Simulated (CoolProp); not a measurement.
Model: reference Helmholtz-energy equation of state, Smukala 2000, in CoolProp.

**Question.** For ethylene, give the phase and the Z, cp (kJ/(kg K)), Joule-Thomson coefficient (K/MPa), isothermal compressibility (1/MPa) at 176.7 K and 3.44 MPa.

**Answer.** 
- 176.7 K and 3.44 MPa: liquid; Z 0.117, cp 2.41, Joule-Thomson coefficient -0.409, isothermal compressibility 0.00193
